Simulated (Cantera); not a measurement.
Input (Python, Cantera):

```python
import numpy as np
import cantera as ct

gas = ct.Solution("gri30.yaml")
gas.TPX = 325, 1100000, {'C2H4': 1, 'O2': 3.8, 'N2': 14.3, 'H2O': 0.079}
inlet = ct.Reservoir(gas, clone=True)
gas.equilibrate("HP")  # start burning
reactor = ct.IdealGasConstPressureReactor(gas, energy="on", clone=False)
exhaust = ct.Reservoir(gas, clone=True)
tau = [0.23, 0.082, 0.03, 0.011, 0.0039, 0.0014, 0.00051, 0.00018, 6.6e-05][0]
for a, b in ((inlet, reactor), (reactor, exhaust)):
    ct.MassFlowController(a, b, mdot=lambda t: reactor.mass / tau)
net = ct.ReactorNet([reactor])
show = ['C2H4', 'O2', 'H', 'C2H', 'H2O']

rows = []
print(f"{'tau/s':>10s}{'T/K':>9s}" + "".join(f"{s:>11s}" for s in show))
for tau in [0.23, 0.082, 0.03, 0.011, 0.0039, 0.0014, 0.00051, 0.00018, 6.6e-05]:
    net.initial_time = 0.0
    net.advance(30 * tau)
    before = gas.X
    net.advance(40 * tau)
    drift = np.max(np.abs(gas.X - before) / (gas.X + 1e-9))
    rows.append([gas.T, *gas[show].X, drift])
    print(f"{tau:10.3e}{gas.T:9.1f}" + "".join(f"{x:11.3e}" for x in gas[show].X))
```

Result:

```
     tau/s      T/K       C2H4         O2          H        C2H        H2O
 2.300e-01   2176.6  1.741e-07  4.019e-02  1.934e-05  7.312e-10  1.073e-01
 8.200e-02   2178.6  4.760e-07  4.076e-02  2.037e-05  2.005e-09  1.072e-01
 3.000e-02   2179.3  1.254e-06  4.121e-02  2.252e-05  5.286e-09  1.072e-01
 1.100e-02   2177.8  3.198e-06  4.156e-02  2.786e-05  1.341e-08  1.071e-01
 3.900e-03   2172.4  7.864e-06  4.192e-02  4.266e-05  3.243e-08  1.068e-01
 1.400e-03   2160.1  1.746e-05  4.251e-02  8.154e-05  6.945e-08  1.063e-01
 5.100e-04   2137.4  3.576e-05  4.357e-02  1.760e-04  1.324e-07  1.054e-01
 1.800e-04   2096.9  7.326e-05  4.559e-02  3.954e-04  2.347e-07  1.040e-01
 6.600e-05   2032.8  1.523e-04  4.910e-02  8.018e-04  3.731e-07  1.020e-01
```

Computed with Cantera and GRI-Mech 3.0 (53 species, 325 reactions). GRI-Mech 3.0 was tuned for natural gas; its chemistry of ethylene as a main component is partial and can be far from experiment.
